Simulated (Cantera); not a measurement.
What does this Cantera script print?

```python
import numpy as np
import cantera as ct

gas_names = """
    H HNO HNO2 HNO3 HO2 H2 H2O H2O2 N NH NH2 NH3 NH2OH NO NO2 NO3 N2 N2H2 N2H4 N2O O OH O2 O3
""".split()
cond_names = """
    H2O(s) H2O(L)
""".split()


# ... load() reads the species with a 1 bar reference pressure and builds the phases ...
atoms = {
    'N2O': {'N': 2, 'O': 1},
    'H2O': {'H': 2, 'O': 1},
}
top_T = {}  # K; cautious upper limits of use, not melting points


# ... equilibrate(T, P, feed) seeds the gas with the atoms and calls Mixture.equilibrate('TP', solver="vcs", rtol=1e-11, max_steps=5000) ...
results = []
feed = {'N2O': 1, 'H2O': 0.045}  # mol
T = 3198  # K
P = 1333.22  # Pa
mix = equilibrate(T, P, feed)
results.append((T, P, feed, dict(zip(mix.species_names, mix.species_moles))))
print(gas.report(threshold=1e-05))
for i in range(1, mix.n_phases):
    print(f"{mix.phase(i).name:16s} {mix.phase_moles(i):12.5e} mol")
```

It prints:

```
       temperature   3198 K
          pressure   1333.2 Pa
           density   0.0011184 kg/m^3
  mean mol. weight   22.305 kg/kmol
   phase of matter   gas

                          1 kg             1 kmol
                     ---------------   ---------------
          enthalpy        8.6853e+06        1.9373e+08  J
   internal energy        7.4932e+06        1.6714e+08  J
           entropy             12915        2.8808e+05  J/K
    Gibbs function       -3.2618e+07       -7.2755e+08  J
 heat capacity c_p            1354.2             30206  J/K
 heat capacity c_v            981.48             21892  J/K

                      mass frac. Y      mole frac. X     chem. pot. / RT
                     ---------------   ---------------   ---------------
                 H         0.0017887          0.039581            -16.81
                H2        2.4169e-05        0.00026741           -33.621
               H2O         6.424e-05        7.9539e-05           -52.582
                 N        0.00017508         0.0002788           -16.829
                NO          0.029762          0.022124           -35.791
                N2           0.61091           0.48642           -33.659
                 O           0.28704           0.40018           -18.961
                OH         0.0034389         0.0045102           -35.772
                O2          0.066787          0.046556           -37.923
     [  +15 minor]        1.9276e-06        1.1249e-06
```

Method: chemical equilibrium by Gibbs-energy minimisation in Cantera with the NASA 1993 tables (ideal gas, pure condensed phases).
